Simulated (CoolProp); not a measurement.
Vapour-liquid equilibrium of R22 (1) + methanol (2) at 252.8 K; x and y are mole fractions of (1).

Values from CoolProp's multi-fluid Helmholtz-energy mixture model, Kamei 1995 and de Reuck 1993; pair parameters Bell 2016.

Question: Give the bubble pressure and the first vapour's composition at x = 0.05, 0.35, 0.75. Is there an azeotrope?

Answer: x = 0.05: 0.2253 bar, y = 0.957; x = 0.35: 1.171 bar, y = 0.993; x = 0.75: 1.922 bar, y = 0.997. No azeotrope shows between x = 0.05 and 0.95.

The pair parameters rest on a limited set of measurements; away from them the model extrapolates. With so large a gap from Raoult's law the liquid may split in two, which this calculation doesn't test in full.
